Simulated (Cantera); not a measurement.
A closed system holds: 1 mol SiHCl3, 0.38 mol Cl2, 3.6 mol H2, 0.032 mol HCl, held at 600 °C and 0.00133 bar.

These are equilibrium values from Cantera (NASA tables, ideal gas, pure condensed phases), not measurements of a reactor. Candidate condensed phases: Si; 19 gas species. The tables' values for SiCl3 are old estimates; treat these amounts as uncertain. Kinetics and transport are ignored.

Base state: H2 0.794, SiCl4 0.169, HCl 0.0187, SiHCl3 0.0154, SiCl3 0.00127, SiCl2 0.000558, SiH2Cl2 0.000128 (mole fractions); condensed: Si(s).

**Question.** What changes in the equilibrium state with this change: temperature from 600 °C to 1350 °C?

**Answer.** 
```csv
species,before,after
H2,0.794,0.537
HCl,0.0187,0.295
SiCl2,0.000558,0.163
SiCl4,0.169,0.000118
SiHCl3,0.0154,3.34e-5
H,1.15e-9,0.00139
Cl,<1e-9,0.000601
"Si(s), mol",0.0528,0
```
The tables' values for SiCl3, SiCl are old estimates; treat these amounts as uncertain.

**Question.** What changes in the equilibrium state with this change: pressure from 0.00133 bar to 0.133 bar?

**Answer.** 
```tsv
species	before	after
H2	0.794	0.795
SiCl4	0.169	0.153
SiHCl3	0.0154	0.0445
HCl	0.0187	0.00587
SiCl2	0.000558	5.13e-5
SiH2Cl2	0.000128	0.00118
SiCl3	0.00127	0.000366
Si(s), mol	0.0528	0
```

**Question.** What changes in the equilibrium state with this change: SiHCl3 replaced by SiH2Cl2?

**Answer.** 
```tsv
species	before	after
H2	0.794	0.852
SiCl4	0.169	0.117
HCl	0.0187	0.0176
SiHCl3	0.0154	0.0121
SiCl3	0.00127	0.000960
SiCl2	0.000558	0.000463
Si(s), mol	0.0528	0.307
```
